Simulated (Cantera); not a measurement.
Mixture: 5.58 % CO, 0.285 % H₂, 3.74 % CH₄, 18.9 % O₂, 71.5 % N₂, at 290000 Pa, adiabatic and at constant pressure. Ignition delay is the time to a rise of 400 K.

Model: GRI-Mech 3.0 (53 species, 325 reactions), integrated in Cantera.

### Question
At T0 = 1423 K, what is the delay, and which 7 reactions control it most (d ln τ / d ln k, from doubling and halving each rate constant)?

### Answer
The delay is 0.488 ms.
```
reaction                  d ln τ / d ln k   faster rate
------------------------  ---------------  ------------
H + O2 <=> O + OH                   -0.67   shortens it
2 CH3 (+M) <=> C2H6 (+M)             0.53  lengthens it
CH4 + OH <=> CH3 + H2O               0.48  lengthens it
CH3 + O2 <=> CH3O + O               -0.43   shortens it
CH3 + HO2 <=> CH3O + OH             -0.31   shortens it
CH4 + H <=> CH3 + H2                 0.26  lengthens it
CO + OH <=> CO2 + H                 -0.24   shortens it
```
